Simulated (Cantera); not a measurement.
Input (Python, Cantera):

```python
import numpy as np
import cantera as ct

gas = ct.Solution("gri30.yaml")
gas.TPX = 1275, 101325, {'CH4': 1, 'O2': 1.11, 'N2': 4.18, 'H2O': 0.32}
reactor = ct.IdealGasConstPressureReactor(gas, energy="on", clone=False)
net = ct.ReactorNet([reactor])
net.rtol, net.atol = 1e-08, 1e-16
show = ['CH4', 'O2', 'H2O', 'C2H6', 'NO2', 'NO', 'CH2CO']
times = np.geomspace(4e-06, 0.2, 12)

steps = ct.SolutionArray(gas, extra=["t"])
rows = []
print(f"{'t/s':>10s}{'T/K':>9s}{'P/Pa':>11s}" + "".join(f"{s:>11s}" for s in show))
for t in times:
    while net.time < t:
        t_next = net.step()
        steps.append(gas.state, t=t_next)
    rows.append([np.interp(t, steps.t, y) for y in (steps.T, steps.P, *steps(*show).X.T)])
    print(f"{t:10.3e}{rows[-1][0]:9.1f}{rows[-1][1]:11.4g}" + "".join(f"{x:11.3e}" for x in rows[-1][2:]))
rate = np.gradient(steps.T, steps.t)
print("integrator steps:", len(steps.t))
if steps.T.max() > steps.T[0] + 200:
    print(f"time of steepest temperature rise: {steps.t[rate.argmax()]:.4e} s")
gas.TPX = 1275, 101325, {'CH4': 1, 'O2': 1.11, 'N2': 4.18, 'H2O': 0.32}
gas.equilibrate("HP")
print(f"equilibrium (HP): T = {gas.T:.1f} K  " + "  ".join(f"{s} {gas[s].X[0]:.3e}" for s in show))
```

It prints:

```
       t/s      T/K       P/Pa        CH4         O2        H2O       C2H6        NO2         NO      CH2CO
 4.000e-06   1275.0  1.013e+05  1.513e-01  1.679e-01  4.841e-02  2.414e-14  4.993e-27  9.878e-21  4.291e-25
 1.070e-05   1275.0  1.013e+05  1.513e-01  1.679e-01  4.841e-02  4.796e-13  1.482e-25  3.903e-20  1.044e-22
 2.860e-05   1275.0  1.013e+05  1.513e-01  1.679e-01  4.841e-02  9.703e-12  3.969e-24  1.526e-19  2.065e-20
 7.649e-05   1275.0  1.013e+05  1.513e-01  1.679e-01  4.841e-02  2.138e-10  1.212e-22  7.362e-19  3.933e-18
 2.045e-04   1275.0  1.013e+05  1.513e-01  1.679e-01  4.841e-02  6.121e-09  4.659e-21  4.940e-18  1.005e-15
 5.470e-04   1275.0  1.013e+05  1.513e-01  1.679e-01  4.842e-02  2.587e-07  2.014e-19  4.763e-17  4.402e-13
 1.463e-03   1275.1  1.013e+05  1.512e-01  1.679e-01  4.845e-02  7.148e-06  5.461e-18  4.326e-16  1.193e-10
 3.911e-03   1275.9  1.013e+05  1.510e-01  1.678e-01  4.858e-02  5.045e-05  1.243e-16  2.313e-15  5.112e-09
 1.046e-02   1280.0  1.013e+05  1.500e-01  1.671e-01  4.932e-02  2.700e-04  4.436e-15  1.670e-14  1.802e-07
 2.797e-02   2386.1  1.013e+05  7.011e-12  2.081e-05  1.776e-01  1.106e-23  1.631e-09  1.595e-04  9.556e-15
 7.479e-02   2385.5  1.013e+05  6.667e-12  2.145e-05  1.775e-01  1.031e-23  1.624e-09  1.586e-04  9.218e-15
 2.000e-01   2385.5  1.013e+05  6.667e-12  2.145e-05  1.775e-01  1.031e-23  1.623e-09  1.586e-04  9.217e-15
integrator steps: 2301
time of steepest temperature rise: 2.5861e-02 s
equilibrium (HP): T = 2385.5 K  CH4 7.560e-12  O2 2.145e-05  H2O 1.775e-01  C2H6 1.280e-23  NO2 1.623e-09  NO 1.586e-04  CH2CO 1.024e-14
```

Model: GRI-Mech 3.0 (53 species, 325 reactions), integrated in Cantera.
